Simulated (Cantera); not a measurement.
Input: 1 mol Si, 0.18 mol O₂, 3.1 mol N₂, 0.0068 mol H₂O, equilibrated at 5.20 Pa.

Cantera equilibrium calculation (NASA polynomials, part measured and part estimated; ideal gas, pure solids and liquids). Candidate condensed phases: H₂O, Si, SiO₂, Si₂N₂O, Si₃N₄; 35 gas species. The tables' values for SiN are old estimates; treat these amounts as uncertain. The numbers say what is thermodynamically allowed, not how fast it happens. All values below are at 1798 K.

Base state: N₂ 0.838, SiO 0.0992, Si 0.0593, H 0.00158, H₂ 0.00104, Si₂ 0.000356, Si₂N 0.000281, SiN 0.000174 (mole fractions); condensed: Si(l).

Task: What changes in the equilibrium state with this change: pressure from 5.20 Pa to 0.600 Pa?

Result: 
```
species       before     after
----------  --------  --------
N₂             0.838     0.754
Si            0.0593     0.153
SiO           0.0992    0.0892
Si₃          8.49e-5   1.95e-5
Si₂N        0.000281   6.97e-5
H₂           0.00104  0.000335
SiH          1.58e-5   7.88e-6
H            0.00158   0.00263
Si(l), mol     0.407         0
```
